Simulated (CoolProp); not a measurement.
Vapour pressure (MPa) of R13: the reference equation beside estimates from Tc = 303.0 K, pc = 3.973 MPa, ω = 0.175. Clausius-Clapeyron is anchored at 211.6 K with a constant enthalpy of vaporisation of 14.53 kJ/mol.

Model: reference Helmholtz-energy equation of state, Platzer 1990, in CoolProp. This equation is an older, rougher fit; its heat capacities, sound speeds and derivatives of the liquid may be far off and weren't checked against measurements.

```csv
T (K),reference,Clausius-Clapeyron,van der Waals,Soave-Redlich-Kwong
209,0.2342,0.2367,0.7379,0.2315
211.6,0.2623,0.2623,0.7862,0.2596
214.3,0.2940,0.2910,0.8386,0.2914
216.9,0.3272,0.3209,0.8912,0.3248
219.5,0.3632,0.3530,0.9458,0.3610
222.1,0.4021,0.3875,1.003,0.4001
224.8,0.4457,0.4259,1.064,0.4440
227.4,0.4909,0.4655,1.125,0.4896
230,0.5394,0.5077,1.188,0.5386
232.6,0.5914,0.5527,1.254,0.5912
235.3,0.6492,0.6025,1.325,0.6497
237.9,0.7088,0.6534,1.395,0.7100
240.5,0.7722,0.7074,1.467,0.7743
243.1,0.8398,0.7646,1.542,0.8429
245.8,0.9144,0.8274,1.623,0.9187
```

Absolute difference from the reference over all 15 rows, mean and median: Clausius-Clapeyron 5.0 and 5.2 %, van der Waals 135.6 and 129.2 %, Soave-Redlich-Kwong 0.5 and 0.4 %.
